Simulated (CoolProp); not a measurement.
R1123 along the isotherm 89.25 °C: density (kg/m³) from the reference equation and from simpler models built on Tc = 58.6 °C, pc = 4.549 MPa, ω = 0.243; each cubic takes its own stable root.

Values from CoolProp's reference Helmholtz-energy equation of state, Akasaka 2020.

| p (MPa) | phase | reference | van der Waals | Peng-Robinson |
|---|---|---|---|---|
| 1.54 | gas | 46.16 | 45.90 | 46.60 |
| 3.08 | gas | 104.1 | 103.5 | 106.0 |
| 4.62 | supercritical | 183.3 | 185.8 | 187.6 |
| 6.15 | supercritical | 308.0 | 349.0 | 309.9 |
| 7.69 | supercritical | 504.0 | 488.7 | 472.1 |
| 9.23 | supercritical | 647.0 | 546.3 | 595.1 |
| 10.8 | supercritical | 724.8 | 583.3 | 677.0 |
| 12.3 | supercritical | 773.0 | 609.5 | 733.9 |
| 13.8 | supercritical | 808.9 | 630.5 | 778.7 |
| 15.4 | supercritical | 839.4 | 649.1 | 818.0 |
| 16.9 | supercritical | 863.4 | 664.1 | 849.3 |
| 18.5 | supercritical | [?] | 678.2 | 878.3 |
| 20 | supercritical | 903.6 | [?] | [?] |

Q: Fill in the missing entries.

A: 
- 18.5, reference: 885.4
- 20, van der Waals: 689.9
- 20, Peng-Robinson: 902.4
